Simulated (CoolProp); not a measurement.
Dimethyl carbonate along the isobar 2.59 MPa: Z from the reference equation and from simpler models built on Tc = 557.0 K, pc = 4.909 MPa, ω = 0.346; each cubic takes its own stable root.

Computed with CoolProp (reference Helmholtz-energy equation of state, Zhou 2011).

```tsv
T (K)	phase	reference	van der Waals	Redlich-Kwong	Soave-Redlich-Kwong	Peng-Robinson
289	liquid	0.09010	0.1555	0.1053	0.1020	0.09074
314.7	liquid	0.08542	0.1467	0.09971	0.09610	0.08535
340.4	liquid	0.08167	0.1396	0.09538	0.09147	0.08112
366.1	liquid	0.07871	0.1340	0.09217	0.08794	0.07788
391.8	liquid	0.07647	0.1299	0.09002	0.08545	0.07558
417.5	liquid	0.07490	0.1273	0.08894	0.08401	0.07421
443.2	liquid	0.07406	0.1263	0.08913	0.08377	0.07393
468.9	liquid	0.07409	0.1277	0.09106	0.08514	0.07509
494.6	liquid	0.07546	0.7246	0.09616	0.08921	0.07870
520.3	gas	0.7052	0.7695	0.7277	0.7102	0.6901
545.9	gas	0.7676	0.8028	0.7755	0.7716	0.7524
571.6	gas	0.8104	0.8291	0.8110	0.8151	0.7970
```

At some of these states van der Waals gives the other phase, because its saturation line lies elsewhere.
